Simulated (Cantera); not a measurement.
A closed system holds: 1 mol CF₄, 2.4 mol F₂, 1.4 mol H₂, equilibrated at 7.00 mbar.

Cantera equilibrium calculation (NASA polynomials, part measured and part estimated; ideal gas, pure solids and liquids). Candidate condensed phases: C, C₆H₆, C₇H₈, C₈H₁₈; 110 gas species. Ions and electrons are included (thermal ionisation). Rates play no part. All values below are at 4750 K.

Base state: F 0.698, H 0.221, C 0.0790, HF 0.00101, CF 0.000226, e- 9.95e-5, C+ 8.57e-5, C₂ 6.34e-5 (mole fractions); condensed: gas only.

What changes in the equilibrium state with this change: pressure from 7.00 mbar to 4.80 mbar?


```csv
species,before,after
F,0.698,0.698
H,0.221,0.222
C,0.0790,0.0791
HF,0.00101,0.000695
CF,0.000226,0.000155
C₂,6.34e-5,4.35e-5
H₂,1.49e-5,1.03e-5
C+,8.57e-5,0.000106
e-,9.95e-5,0.000118
```

What changes in the equilibrium state with this change: CF₄ replaced by CH₂F₂?


| species | before | after |
|---|---|---|
| F | 0.698 | 0.539 |
| H | 0.221 | 0.380 |
| C | 0.0790 | 0.0791 |
| HF | 0.00101 | 0.00134 |
| H₂ | 1.49e-5 | 4.40e-5 |
| CF | 0.000226 | 0.000175 |
